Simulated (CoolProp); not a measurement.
trans-2-butene along the isobar 20500 kPa: fugacity coefficient from the reference equation and from simpler models built on Tc = 428.6 K, pc = 4019 kPa, ω = 0.210; each cubic takes its own stable root.

The numbers come from the reference Helmholtz-energy equation of state, Lemmon 2005 in CoolProp. It is a short technical equation, of lower accuracy than the large ones.

```tsv
T (K)	phase	reference
407.7	liquid	0.1822
416.7	liquid	0.2028
425.7	liquid	0.2242
434.7	supercritical	0.2463
443.8	supercritical	0.2693
452.8	supercritical	0.2926
461.8	supercritical	0.3162
470.8	supercritical	0.3400
479.9	supercritical	0.3643
488.9	supercritical	0.3884
497.9	supercritical	0.4124
506.9	supercritical	0.4362
516	supercritical	0.4600
525	supercritical	0.4833
```

Problem. How far does each simpler model (van der Waals, Redlich-Kwong, Soave-Redlich-Kwong, Peng-Robinson) lie from the reference over these 14 states: mean and median of the absolute difference, and the worst?

Solution. 
- van der Waals: mean 20.2 %, median 16.5 %, worst +52.6 % at 407.7 K and 20500 kPa
- Redlich-Kwong: mean 5.9 %, median 5.0 %, worst +15.0 % at 407.7 K and 20500 kPa
- Soave-Redlich-Kwong: mean 10.6 %, median 10.7 %, worst +10.8 % at 434.7 K and 20500 kPa
- Peng-Robinson: mean 0.2 %, median 0.2 %, worst -0.3 % at 407.7 K and 20500 kPa
